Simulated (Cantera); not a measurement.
An adiabatic, constant-pressure homogeneous reactor starts with 18.0 % CH4, 3.77 % H2, 16.4 % O2, 61.8 % N2, at 1525 K and 0.360 bar.

Cantera simulation using GRI-Mech 3.0 (53 species, 325 reactions); the numbers are that mechanism's predictions, not measurements.

x: mole fraction; the columns are a selection and need not sum to one.

| t (s) | T (K) | x CH4 | x H2 | x O2 | x OH | x N2O | x CO |
|---|---|---|---|---|---|---|---|
| 4.00e-6 | 1525 | 0.180 | 0.0377 | 0.164 | 1.09e-8 | <1e-12 | 1.40e-12 |
| 1.37e-5 | 1525 | 0.180 | 0.0377 | 0.164 | 1.90e-8 | 1.30e-12 | 3.97e-11 |
| 4.68e-5 | 1525 | 0.180 | 0.0377 | 0.164 | … | 1.25e-11 | … |
| 0.000160 | 1525 | 0.180 | 0.0377 | 0.164 | 3.05e-7 | 1.06e-10 | 1.95e-7 |
| 0.000548 | 1530 | 0.177 | 0.0376 | 0.163 | 3.87e-6 | 6.84e-10 | 0.000135 |
| 0.00187 | 2429 | 0.000801 | 0.204 | 3.40e-6 | 0.000737 | 1.64e-8 | 0.129 |
| 0.00641 | 2397 | 1.52e-10 | 0.214 | … | … | … | 0.137 |
| 0.0219 | 2386 | 8.55e-12 | 0.213 | 8.41e-6 | 0.00108 | 4.45e-9 | 0.137 |
| 0.0750 | 2387 | 8.18e-12 | 0.213 | 8.50e-6 | 0.00108 | 2.81e-9 | 0.137 |
| 0.256 | 2387 | 8.12e-12 | 0.213 | 8.51e-6 | 0.00109 | 2.59e-9 | 0.137 |
| 0.877 | 2387 | 8.12e-12 | 0.213 | 8.51e-6 | 0.00109 | 2.59e-9 | 0.137 |
| 3.00 | 2387 | 8.12e-12 | 0.213 | 8.51e-6 | 0.00109 | 2.59e-9 | 0.137 |

Q: Fill in the missing entries.

A: 
- 4.68e-5, x OH: 5.74e-8
- 4.68e-5, x CO: 1.72e-9
- 0.00641, x O2: 6.05e-6
- 0.00641, x OH: 0.000925
- 0.00641, x N2O: 1.07e-8
